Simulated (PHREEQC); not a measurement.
Make-up at 20 °C: 0.8 mol/kgw Cu(NO3)2. Closed to the air; pH follows from the charge balance.

Equilibrium calculation in PHREEQC: ion-association model, phreeqc.dat.

Precipitation was switched off in this run.

Question: Predict the pH, density.

Answer: pH 4.10; density 1.115 g/cm³.

The ionic strength is past about 0.7 mol/kgw, beyond the range of this activity model, so the values are rough. Species that the database lacks are ignored.
